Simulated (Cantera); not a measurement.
Input: 1 mol trisilylamine, 14 mol NH3, 2.3 mol N2, held at 1773.15 K.

Cantera equilibrium calculation (NASA polynomials, part measured and part estimated; ideal gas, pure solids and liquids). Candidate condensed phases: Si, Si3N4; 18 gas species. The feed counts by its element totals alone. Gases not in the tables: Si2H6 and higher silanes. Rates play no part.

**Question.** What share of the Si ends up in condensed phases as a function of P (Pa), at 5, 21, 85, 350, 1400, 5900, 24000, 100000?

**Answer.** 
| P (Pa) | Si condensed (%) | as |
|---|---|---|
| 5 | 45.0 | Si(l) |
| 21 | 87.2 | Si(l) |
| 85 | 96.8 | Si(l) |
| 350 | 99.2 | Si(l) |
| 1400 | 99.8 | Si(l) |
| 5900 | 100.0 | Si3N4(s) |
| 24000 | 100.0 | Si3N4(s) |
| 100000 | 100.0 | Si3N4(s) |
